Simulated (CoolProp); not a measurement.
Properties of normal hydrogen along the isotherm -202.45 °C.

Values from CoolProp's reference Helmholtz-energy equation of state, Leachman 2009.

```tsv
p (MPa)	phase	density (kg/m³)	cp (kJ/(kg K))	cv (kJ/(kg K))	isothermal compressibility (1/MPa)	viscosity (µPa s)	conductivity (mW/(m K))
0.0499	gas	0.1713	10.55	6.392	20.06	3.17	50.2
0.0997	gas	0.3427	10.58	6.395	10.05	3.17	50.5
0.15	gas	0.5162	10.62	6.399	6.690	3.18	50.7
0.199	gas	0.6857	10.65	6.403	5.049	3.18	50.9
0.249	gas	0.8590	10.69	6.406	4.040	3.19	51.1
0.299	gas	1.033	10.72	6.410	3.368	3.19	51.3
0.349	gas	1.207	10.76	6.414	2.889	3.20	51.5
0.399	gas	1.381	10.79	6.417	2.530	3.20	51.7
0.449	gas	1.556	10.83	6.421	2.251	3.20	51.9
0.499	gas	1.732	10.86	6.424	2.027	3.21	52.1
0.548	gas	1.904	10.90	6.428	1.848	3.21	52.3
0.598	gas	2.080	10.93	6.431	1.695	3.22	52.5
0.648	gas	2.256	10.97	6.435	1.566	3.22	52.7
```

Viscosity comes from a separate model (Muzny 2013). Thermal conductivity comes from a separate model (Assael 2011).
